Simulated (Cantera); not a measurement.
**Boron, boron nitride and boron oxide: B2H6 + NH3 + H2**

Charge: 1 mol B2H6, a varied amount of NH3, 110 mol H2, equilibrated at 1250 K and 10.0 mbar.

Cantera equilibrium calculation (NASA polynomials, part measured and part estimated; ideal gas, pure solids and liquids). Candidate condensed phases: B, BN; 15 gas species. The feed counts by its element totals alone. Mutual solubility and eutectic melting of coexisting phases are not modelled. Equilibrium is a limit: real reactors are often held back by kinetics, nucleation or transport.

```json
[
 {"n(NH3) (mol)": "0.11", "x H2": "1.000", "x N2": "1.79e-10", "x H": "4.83e-6", "x BH2": "4.39e-7", "x BH3": "1.43e-7", "n B(s)": "1.89", "n BN(s)": "0.110"},
 {"n(NH3) (mol)": "0.18", "x H2": "1.000", "x N2": "1.79e-10", "x H": "4.83e-6", "x BH2": "4.39e-7", "x BH3": "1.43e-7", "n B(s)": "1.82", "n BN(s)": "0.180"},
 {"n(NH3) (mol)": "0.29", "x H2": "1.000", "x N2": "1.79e-10", "x H": "4.83e-6", "x BH2": "4.39e-7", "x BH3": "1.43e-7", "n B(s)": "1.71", "n BN(s)": "0.290"},
 {"n(NH3) (mol)": "0.47", "x H2": "1.000", "x N2": "1.79e-10", "x H": "4.83e-6", "x BH2": "4.39e-7", "x BH3": "1.43e-7", "n B(s)": "1.53", "n BN(s)": "0.470"},
 {"n(NH3) (mol)": "0.78", "x H2": "1.000", "x N2": "1.79e-10", "x H": "4.83e-6", "x BH2": "4.39e-7", "x BH3": "1.43e-7", "n B(s)": "1.22", "n BN(s)": "0.780"},
 {"n(NH3) (mol)": "1.3", "x H2": "1.000", "x N2": "1.79e-10", "x H": "4.83e-6", "x BH2": "4.39e-7", "x BH3": "1.43e-7", "n B(s)": "0.700", "n BN(s)": "1.30"},
 {"n(NH3) (mol)": "2.1", "x H2": "1.000", "x N2": "0.000430", "x H": "4.83e-6", "x BH2": "2.83e-10", "x BH3": "9.23e-11", "n B(s)": "0", "n BN(s)": "2.00"}
]
```
x: gas mole fraction; n: condensed amount in mol.

From 0.11 mol NH3 to 1.3 mol NH3 the condensed part is B(s) + BN(s). At 2.1 mol NH3 the condensed part is BN(s).
